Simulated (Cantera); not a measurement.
What does this Cantera script print?

```python
import numpy as np
import cantera as ct

gas = ct.Solution("gri30.yaml")
gas.TPX = 1775, 4900, {'NO': 1, 'N2': 0.11}
inlet = ct.Reservoir(gas, clone=True)

reactor = ct.IdealGasConstPressureReactor(gas, energy="off", clone=False)
exhaust = ct.Reservoir(gas, clone=True)
tau = [4.1, 1.6, 0.62, 0.24, 0.093, 0.036, 0.014, 0.0054, 0.0021, 0.00081][0]
for a, b in ((inlet, reactor), (reactor, exhaust)):
    ct.MassFlowController(a, b, mdot=lambda t: reactor.mass / tau)
net = ct.ReactorNet([reactor])
show = ['NO', 'O2', 'O', 'N2', 'NO2']

rows = []
print(f"{'tau/s':>10s}{'T/K':>9s}" + "".join(f"{s:>11s}" for s in show))
for tau in [4.1, 1.6, 0.62, 0.24, 0.093, 0.036, 0.014, 0.0054, 0.0021, 0.00081]:
    net.initial_time = 0.0
    net.advance(30 * tau)
    before = gas.X
    net.advance(40 * tau)
    drift = np.max(np.abs(gas.X - before) / (gas.X + 1e-9))
    rows.append([gas.T, *gas[show].X, drift])
    print(f"{tau:10.3e}{gas.T:9.1f}" + "".join(f"{x:11.3e}" for x in gas[show].X))
```

Output:

```
     tau/s      T/K         NO         O2          O         N2        NO2
 4.100e+00   1775.0  8.369e-01  3.170e-02  9.847e-05  1.308e-01  1.892e-04
 1.600e+00   1775.0  8.750e-01  1.271e-02  7.652e-05  1.118e-01  1.376e-04
 6.200e-01   1775.0  8.908e-01  4.849e-03  6.425e-05  1.039e-01  1.069e-04
 2.400e-01   1775.0  8.970e-01  1.765e-03  5.717e-05  1.008e-01  9.008e-05
 9.300e-02   1775.0  8.994e-01  5.905e-04  5.115e-05  9.966e-02  7.790e-05
 3.600e-02   1775.0  9.003e-01  1.674e-04  4.342e-05  9.926e-02  6.282e-05
 1.400e-02   1775.0  9.007e-01  3.564e-05  3.286e-05  9.914e-02  4.105e-05
 5.400e-03   1775.0  9.008e-01  4.972e-06  2.050e-05  9.911e-02  1.779e-05
 2.100e-03   1775.0  9.009e-01  6.078e-07  1.077e-05  9.910e-02  4.993e-06
 8.100e-04   1775.0  9.009e-01  8.599e-08  5.006e-06  9.910e-02  1.027e-06
```

Computed with Cantera and GRI-Mech 3.0 (53 species, 325 reactions). Radical loss at walls, strong at low pressure, is not modelled.
